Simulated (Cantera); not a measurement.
A perfectly stirred reactor is fed with H₂ : O₂ : N₂ = 0.09 : 1 : 0.63 (molar parts), at 0.00150 bar; it is held at 1225 K, and followed from long to short residence time.

Model: the H2/O2 subset of GRI-Mech 3.0, which has no nitrogen chemistry, integrated in Cantera. Radical loss at walls, strong at low pressure, is not modelled. The temperature is held fixed by assumption; the heat of reaction is taken as removed at once.

x: mole fraction; the columns are a selection and need not sum to one.

| τ (s) | x H₂ | x O₂ | x H₂O | x HO₂ | x H₂O₂ |
|---|---|---|---|---|---|
| 26 | 0.000325 | 0.564 | 0.0517 | 2.00e-7 | 8.67e-9 |
| 7.2 | 0.000634 | 0.558 | 0.0497 | 2.45e-7 | 9.28e-9 |
| 2.0 | 0.00103 | 0.551 | 0.0469 | 2.71e-7 | 9.19e-9 |
| 0.54 | 0.00146 | 0.546 | 0.0444 | 2.81e-7 | 9.19e-9 |
| 0.15 | 0.00223 | 0.545 | 0.0425 | 2.88e-7 | [?] |
| 0.040 | 0.00464 | 0.547 | 0.0392 | 2.97e-7 | [?] |
| 0.011 | 0.0117 | 0.553 | 0.0319 | 2.96e-7 | [?] |
| 0.0030 | 0.0309 | 0.567 | 0.0159 | 2.55e-7 | [?] |

### Question
Some entries are withheld; supply them.

### Answer

- 0.15, x H₂O₂: 1.02e-8
- 0.040, x H₂O₂: 1.36e-8
- 0.011, x H₂O₂: 1.90e-8
- 0.0030, x H₂O₂: 1.61e-8
